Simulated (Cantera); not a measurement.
Source: NASA polynomial tables (part measured, part estimated), evaluated in Cantera. Values are per mole of reaction as written; species without (g) are pure solids or liquids, kept so even where they would boil at 1 bar.

4 Pb + 2 CS2(g) + 4 H(g) = C2H4(g) + 4 PbS(g)

```
T (K)  ΔH° (kJ)  ΔS° (J/K)  ΔG° (kJ)  log10 K
-----  --------  ---------  --------  -------
2448          …          …         …        …
2473     -693.4     -166.2    -282.4     5.97
2498          …          …         …        …
2523          …          …         …        …
2548     -697.1     -167.7    -269.9     5.53
2573     -698.3     -168.1    -265.7     5.39
2598          …          …         …        …
```

**Question.** Fill in the missing entries.

**Answer.** 
- 2448, ΔH° (kJ): -692.1
- 2448, ΔS° (J/K): -165.7
- 2448, ΔG° (kJ): -286.6
- 2448, log10 K: 6.12
- 2498, ΔH° (kJ): -694.6
- 2498, ΔS° (J/K): -166.7
- 2498, ΔG° (kJ): -278.3
- 2498, log10 K: 5.82
- 2523, ΔH° (kJ): -695.9
- 2523, ΔS° (J/K): -167.2
- 2523, ΔG° (kJ): -274.1
- 2523, log10 K: 5.67
- 2598, ΔH° (kJ): -699.6
- 2598, ΔS° (J/K): -168.6
- 2598, ΔG° (kJ): -261.5
- 2598, log10 K: 5.26
